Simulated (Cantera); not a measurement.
Cantera run:

```python
import numpy as np
import cantera as ct

gas_names = """
    CL CL2 H HCL H2 Si SiCL SiCL2 SiCL3 SiCL4 SiH SiHCL3 SiH2 SiH2CL2 SiH3 SiH3CL SiH4 Si2 Si3
""".split()
cond_names = """
    Si(cr) Si(L)
""".split()


def load(file, names, dense=False):
    # The tables refer to 1 bar. Condensed volumes are neglected.
    table = {s.name: s for s in ct.Species.list_from_file(file)}
    out = []
    for n in names:
        d = dict(table[n].input_data)
        d["thermo"] = dict(d["thermo"], **{"reference-pressure": 1e5})
        if dense:
            d["equation-of-state"] = {"model": "constant-volume", "density": "1e6 g/cm^3"}
        out.append(ct.Species.from_dict(d))
    return out


gas = ct.Solution(thermo="ideal-gas", species=load("nasa_gas.yaml", gas_names))
cond = {s.name: ct.Solution(thermo="fixed-stoichiometry", species=[s], name=s.name)
        for s in load("nasa_condensed.yaml", cond_names, dense=True)}
atoms = {
    'Si3H8': {'Si': 3, 'H': 8},
    'HCl': {'H': 1, 'CL': 1},
    'H2': {'H': 2},
    'Cl2': {'CL': 2},
}
top_T = {}  # K; cautious upper limits of use, not melting points


def equilibrate(T, P, feed):
    n = {}
    for name, mol in feed.items():
        for a, k in atoms[name].items():
            n[a] = n.get(a, 0.0) + k * mol
    gas.TPX = T, P, n
    mass = sum(n.values()) * gas.mean_molecular_weight
    gas.equilibrate("TP")
    valid = [c for c in cond.values() if c.min_temp <= T <= top_T.get(c.name, c.max_temp)]
    mix = ct.Mixture([(gas, mass / gas.mean_molecular_weight)] + [(c, 0.0) for c in valid])
    mix.T, mix.P = T, P
    mix.equilibrate("TP", solver="vcs", rtol=1e-11, max_steps=5000)
    return mix


results = []
feed = {'Si3H8': 1, 'HCl': 1.1, 'H2': 35, 'Cl2': 0.0062}  # mol
P = 9900  # Pa
for T in [825, 925, 1025, 1125, 1225, 1325, 1425, 1525, 1625, 1725]:
    mix = equilibrate(T, P, feed)
    results.append((T, P, feed, dict(zip(mix.species_names, mix.species_moles))))

top = {s: max(r[3][s] / sum(r[3][g] for g in gas_names) for r in results) for s in gas_names}
cols = sorted((s for s in top if top[s] > 1e-05), key=lambda s: -top[s])[:6]
seen = [c for c in cond_names if any(r[3].get(c, 0) > 1e-12 for r in results)]
print("log10 of partial pressures in bar; condensed amounts in mol")
print(f"{'T/K':>10s}" + "".join(f"{s[:9]:>10s}" for s in cols + seen))
for T, P, feed, n in results:
    ng = sum(n[g] for g in gas_names)
    print(f"{T:10.4g}" + "".join(f"{np.log10(max(n[s] / ng * P / 1e5, 1e-99)):10.3f}" for s in cols)
          + "".join(f"{n.get(c, 0):10.4g}" for c in seen))
```

Result:

```
log10 of partial pressures in bar; condensed amounts in mol
       T/K        H2       HCL     SiCL4    SiHCL3     SiCL2         H    Si(cr)     Si(L)
       825    -1.008    -3.804    -3.392    -3.504    -6.556   -11.605     2.702         0
       925    -1.009    -3.334    -3.450    -3.565    -5.498   -10.089     2.736         0
      1025    -1.011    -2.984    -3.604    -3.697    -4.705    -8.866     2.797         0
      1125    -1.014    -2.755    -3.956    -3.975    -4.170    -7.859      2.87         0
      1225    -1.015    -2.653    -4.604    -4.473    -3.903    -7.014     2.915         0
      1325    -1.016    -2.628    -5.403    -5.081    -3.803    -6.294     2.926         0
      1425    -1.016    -2.626    -6.162    -5.659    -3.756    -5.674     2.925         0
      1525    -1.016    -2.628    -6.837    -6.171    -3.725    -5.134     2.922         0
      1625    -1.016    -2.631    -7.431    -6.623    -3.701    -4.659     2.918         0
      1725    -1.016    -2.630    -7.972    -7.042    -3.706    -4.239         0     2.918
```

These are equilibrium values from Cantera (NASA tables, ideal gas, pure condensed phases), not measurements of a reactor. The feed counts by its element totals alone. The tables' values for SiCl3, SiCl are old estimates; treat these amounts as uncertain. Gases not in the tables: Si2H6 and higher silanes.
